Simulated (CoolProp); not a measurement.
Vapour-liquid equilibrium of n-hexane (1) + o-xylene (2) at 131 kPa; x and y are mole fractions of (1).

Computed with CoolProp (multi-fluid Helmholtz-energy mixture model, Thol 2019 and Zhou 2012; pair parameters Bell 2016).

| x | bubble temperature (°C) | y at the bubble point | dew temperature at overall composition x (°C) | liquid density (mol/L) |
|---|---|---|---|---|
| 0.05 | ? | 0.267 | 152.5 | 7.212 |
| 0.15 | 127.2 | 0.576 | 148.6 | 7.281 |
| 0.25 | 115.3 | 0.733 | 144.4 | 7.308 |
| 0.35 | 106.6 | 0.821 | 139.8 | 7.308 |
| 0.45 | ? | 0.876 | ? | 7.289 |
| 0.55 | 94.2 | 0.914 | 128.8 | 7.257 |
| 0.65 | ? | 0.941 | 122.0 | 7.215 |
| 0.75 | 85.6 | ? | 113.8 | ? |
| 0.85 | 82.0 | 0.979 | 103.2 | 7.111 |
| 0.95 | 78.7 | ? | 87.9 | 7.051 |

**Question.** What belongs in the gaps?

**Answer.** 
- 0.05, bubble temperature (°C): 143.7
- 0.45, bubble temperature (°C): 99.7
- 0.45, dew temperature at overall composition x (°C): 134.7
- 0.65, bubble temperature (°C): 89.6
- 0.75, y at the bubble point: 0.962
- 0.75, liquid density (mol/L): 7.166
- 0.95, y at the bubble point: 0.993

No azeotrope shows between x = 0.05 and 0.95.

The pair parameters rest on a limited set of measurements; away from them the model extrapolates.
